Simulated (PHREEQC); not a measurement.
Solution (25 °C): 0.017 mol Cu(BF4)2 per kg of water. Closed to the air; pH follows from the charge balance.

Model: ion-association model, wateq4f.dat, run in PHREEQC.

Each row changes one thing in this solution. No solid was allowed to form.

```json
[
 {"case": "as made", "pH": "2.80", "ionic strength (mol/kgw)": "0.0521", "HF (mol/kgw)": "0.00516", "F- (mol/kgw)": "0.00273", "HF2- (mol/kgw)": "5.47e-5"},
 {"case": "diluted 100-fold with water", "pH": "3.34", "ionic strength (mol/kgw)": "0.000979", "HF (mol/kgw)": "0.000530", "F- (mol/kgw)": "0.000801", "HF2- (mol/kgw)": "1.63e-6"},
 {"case": "temperature from 25 to 90 °C", "pH": "3.00", "ionic strength (mol/kgw)": "0.0508", "HF (mol/kgw)": "(withheld)", "F- (mol/kgw)": "0.00347", "HF2- (mol/kgw)": "0.000217"},
 {"case": "temperature from 25 to 20 °C", "pH": "2.79", "ionic strength (mol/kgw)": "0.0521", "HF (mol/kgw)": "0.00476", "F- (mol/kgw)": "0.00271", "HF2- (mol/kgw)": "4.80e-5"},
 {"case": "Cu(BF4)2 from 0.017 to 0.034 mol/kgw", "pH": "2.71", "ionic strength (mol/kgw)": "(withheld)", "HF (mol/kgw)": "0.00633", "F- (mol/kgw)": "0.00292", "HF2- (mol/kgw)": "(withheld)"},
 {"case": "Cu(BF4)2 replaced by (CH3)4NF at the same molality", "pH": "7.67", "ionic strength (mol/kgw)": "0.0170", "HF (mol/kgw)": "4.77e-7", "F- (mol/kgw)": "0.0170", "HF2- (mol/kgw)": "3.12e-8"}
]
```

Problem. Fill in the missing entries.

Solution. 
- temperature from 25 to 90 °C, HF (mol/kgw): 0.0150
- Cu(BF4)2 from 0.017 to 0.034 mol/kgw, ionic strength (mol/kgw): 0.103
- Cu(BF4)2 from 0.017 to 0.034 mol/kgw, HF2- (mol/kgw): 7.27e-5

Species that the database lacks are ignored. Constants without temperature data keep their 25 °C values here. Real BF4- forms and hydrolyses slowly; the run takes it at equilibrium.
